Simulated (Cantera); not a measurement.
Input: 1 mol SiC, 0.56 mol N₂O, 8.1 mol H₂, held at 1.80e-5 bar.

Method: chemical equilibrium by Gibbs-energy minimisation in Cantera with the NASA 1993 tables (ideal gas, pure condensed phases). Candidate condensed phases: C, C₆H₆, C₇H₈, C₈H₁₈, H₂O, Si, SiC, SiO₂, Si₂N₂O, Si₃N₄; 151 gas species. Mutual solubility and eutectic melting of coexisting phases are not modelled. Rates play no part.

log p: log10 of the partial pressure in bar; n: condensed amount in mol.

```json
[
 {"T (K)": "1075", "log p H₂": "-4.75", "log p N₂": "-6.88", "log p CO": "-6.88", "log p SiO": "-11.23", "log p H": "-10.21", "log p Si": "<-16", "log p HCN": "-10.62", "n C(graphite)": "0.940", "n Si₂N₂O(s)": "0.500", "n SiC(s)": "0"},
 {"T (K)": "1125", "log p H₂": "-4.75", "log p N₂": "___", "log p CO": "___", "log p SiO": "___", "log p H": "___", "log p Si": "___", "log p HCN": "___", "n C(graphite)": "___", "n Si₂N₂O(s)": "0.467", "n SiC(s)": "___"},
 {"T (K)": "1175", "log p H₂": "-4.78", "log p N₂": "-6.12", "log p CO": "-6.12", "log p SiO": "-9.46", "log p H": "-9.30", "log p Si": "-15.05", "log p HCN": "-9.76", "n C(graphite)": "0", "n Si₂N₂O(s)": "0.187", "n SiC(s)": "0.627"},
 {"T (K)": "1225", "log p H₂": "-4.78", "log p N₂": "-6.12", "log p CO": "-6.12", "log p SiO": "-8.50", "log p H": "-8.90", "log p Si": "-13.70", "log p HCN": "-9.93", "n C(graphite)": "0", "n Si₂N₂O(s)": "0.186", "n SiC(s)": "0.627"},
 {"T (K)": "1275", "log p H₂": "-4.78", "log p N₂": "-6.11", "log p CO": "-6.12", "log p SiO": "-7.62", "log p H": "-8.52", "log p Si": "-12.45", "log p HCN": "-10.09", "n C(graphite)": "0", "n Si₂N₂O(s)": "0.179", "n SiC(s)": "0.631"},
 {"T (K)": "1325", "log p H₂": "-4.79", "log p N₂": "-6.07", "log p CO": "-6.15", "log p SiO": "___", "log p H": "___", "log p Si": "___", "log p HCN": "-10.21", "n C(graphite)": "0", "n Si₂N₂O(s)": "___", "n SiC(s)": "0.651"},
 {"T (K)": "1375", "log p H₂": "-4.80", "log p N₂": "-5.96", "log p CO": "-6.26", "log p SiO": "-6.26", "log p H": "-7.87", "log p Si": "-10.28", "log p HCN": "-10.25", "n C(graphite)": "0", "n Si₂N₂O(s)": "0", "n SiC(s)": "0.720"},
 {"T (K)": "1425", "log p H₂": "-4.80", "log p N₂": "-5.96", "log p CO": "-6.26", "log p SiO": "-6.26", "log p H": "-7.57", "log p Si": "-9.64", "log p HCN": "-10.03", "n C(graphite)": "0", "n Si₂N₂O(s)": "0", "n SiC(s)": "0.720"}
]
```

Problem. What belongs in the gaps?

Solution. 
- 1125, log p N₂: -6.70
- 1125, log p CO: -6.70
- 1125, log p SiO: -10.32
- 1125, log p H: -9.73
- 1125, log p Si: -16.14
- 1125, log p HCN: -10.24
- 1125, n C(graphite): 0.842
- 1125, n SiC(s): 0.0652
- 1325, log p SiO: -6.83
- 1325, log p H: -8.18
- 1325, log p Si: -11.30
- 1325, n Si₂N₂O(s): 0.138
